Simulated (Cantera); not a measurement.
Charge: 1 mol N2O, 2.7 mol O2, 10 mol N2, held at 101000 Pa.

These are equilibrium values from Cantera (NASA tables, ideal gas, pure condensed phases), not measurements of a reactor. Ions and electrons are included (thermal ionisation). The numbers say what is thermodynamically allowed, not how fast it happens. All values below are at 4500 K.

Base state: N2 0.627, O 0.328, NO 0.0291, O2 0.00883, N 0.00708, NO+ 1.42e-5, e- 1.41e-5 (mole fractions); condensed: gas only.

What changes in the equilibrium state with this change: N2O replaced by H2S?


```csv
species,before,after
N2,0.627,0.543
O,0.328,0.258
H,0,0.105
S,0,0.0484
NO,0.0291,0.0213
SO,0,0.00657
OH,0,0.00419
```
Further candidate phases: H2O, H2SO4, S.

What changes in the equilibrium state with this change: 0.2 mol CO2 added?


```csv
species,before,after
N2,0.627,0.612
O,0.328,0.331
NO,0.0291,0.0290
CO,0,0.0114
CO2,0,8.91e-5
O2,0.00883,0.00898
N,0.00708,0.00700
e-,1.41e-5,1.41e-5
NO+,1.42e-5,1.42e-5
```
Further candidate phases: C.
